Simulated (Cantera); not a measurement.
## Equilibrium for carbothermic reduction: MgO + C + H2 + CO

A closed system holds: 1 mol MgO, 0.64 mol C, 0.19 mol H2, 1.6 mol CO, at 12000 Pa.

Equilibrium computed with Cantera from the NASA thermochemical tables; the gas is ideal and each condensed phase is pure. Candidate condensed phases: C, C6H6, C7H8, C8H18, H2O, Mg, MgCO3, MgO, Mg(OH)2; 116 gas species. The tables' values for MgH are old estimates; treat these amounts as uncertain. Equilibrium is a limit: real reactors are often held back by kinetics, nucleation or transport.

```
T (K)  log p CO  log p Mg  log p H2  log p H  log p CO2  log p H2O  log p MgH  n MgO(s)
-----  --------  --------  --------  -------  ---------  ---------  ---------  --------
1850      -1.06     -1.60     -2.13    -4.33      -5.89      -6.36      -4.52     0.360
1900      -1.06     -1.60     -2.13    -4.17      -5.55      -6.00      -4.51     0.360
1950      -1.06     -1.60     -2.13    -4.01      -5.24      -5.67      -4.49     0.360
2000      -1.06     -1.60     -2.13    -3.86      -4.93      -5.35      -4.48     0.360
2050      -1.06     -1.60     -2.14    -3.71      -4.65      -5.05      -4.47     0.359
2100      -1.06     -1.60     -2.14    -3.58      -4.38      -4.77      -4.46     0.358
2150      -1.06     -1.60     -2.14    -3.45      -4.12      -4.50      -4.45     0.357
2200      -1.06     -1.60     -2.15    -3.32      -3.88      -4.24      -4.44     0.355
2250      -1.06     -1.60     -2.16    -3.21      -3.64      -4.00      -4.43     0.351
2300      -1.06     -1.60     -2.17    -3.10      -3.42      -3.78      -4.42     0.345
2350      -1.07     -1.59     -2.19    -3.00      -3.21      -3.57      -4.41     0.336
```
log p: log10 of the partial pressure in bar; n: condensed amount in mol.

From 1850 K to 2350 K the condensed part is MgO(s). The main Mg-bearing gas is Mg throughout.
